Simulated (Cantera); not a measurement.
Cantera run:

```python
import numpy as np
import cantera as ct

gas_names = """
    B BN BO BO2 B2 B2O B2O2 B2O3 N NO NO2 NO3 N2 N2O O O2 O3
""".split()
cond_names = """
    B(b) B(L) BN(s) B2O3(L)
""".split()


# ... load() reads the species with a 1 bar reference pressure and builds the phases ...
atoms = {
    'B2O3': {'B': 2, 'O': 3},
    'O2': {'O': 2},
    'N2': {'N': 2},
}
top_T = {'BN(s)': 3200}  # K; cautious upper limits of use, not melting points


# ... equilibrate(T, P, feed) seeds the gas with the atoms and calls Mixture.equilibrate('TP', solver="vcs", rtol=1e-11, max_steps=5000) ...
results = []
feed = {'B2O3': 1, 'O2': 3.5, 'N2': 0.38}  # mol
T = 1223.15  # K
P = 610  # Pa
mix = equilibrate(T, P, feed)
results.append((T, P, feed, dict(zip(mix.species_names, mix.species_moles))))
x = sorted(zip(gas.X, gas.species_names), reverse=True)
print(f"T = {T:g} K  P = {P:g} Pa  gas = {mix.phase_moles(0):.4g} mol")
print("   x: " + "  ".join(f"{s} {v:.3e}" for v, s in x if v > 0.0001))
print("   condensed (mol): " + ("  ".join(f"{mix.phase(i).name} {mix.phase_moles(i):.4g}"
      for i in range(1, mix.n_phases) if mix.phase_moles(i) > 1e-12) or "none"))
```

Result:

```
T = 1223.15 K  P = 610 Pa  gas = 3.88 mol
   x: O2 9.020e-01  N2 9.785e-02  NO 1.699e-04
   condensed (mol): B2O3(L) 1
```

Equilibrium computed with Cantera from the NASA thermochemical tables; the gas is ideal and each condensed phase is pure.
